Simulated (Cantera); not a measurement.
Feed: 1 mol PbO, 1900 mol H₂, 0.034 mol H₂O, equilibrated at 133 Pa.

Cantera equilibrium calculation (NASA polynomials, part measured and part estimated; ideal gas, pure solids and liquids). Candidate condensed phases: H₂O, Pb, PbO, PbO₂, Pb₃O₄; 12 gas species. Rates play no part.

Which condensed phases are stable at each of these points (T (K)): 698, 798, 898, 998, 1098, 1198, 1298, 1398, 1498, 1598, 1698, 1798, 1898, 1998?


| T (K) | condensed phases | Pb condensed (%) |
|---|---|---|
| 698 | Pb(l) | 99.9 |
| 798 | Pb(l) | 91.8 |
| 898 | gas only | 0.0 |
| 998 | gas only | 0.0 |
| 1098 | gas only | 0.0 |
| 1198 | gas only | 0.0 |
| 1298 | gas only | 0.0 |
| 1398 | gas only | 0.0 |
| 1498 | gas only | 0.0 |
| 1598 | gas only | 0.0 |
| 1698 | gas only | 0.0 |
| 1798 | gas only | 0.0 |
| 1898 | gas only | 0.0 |
| 1998 | gas only | 0.0 |

From 698 K to 798 K the condensed part is Pb(l). From 898 K to 1998 K nothing is condensed.
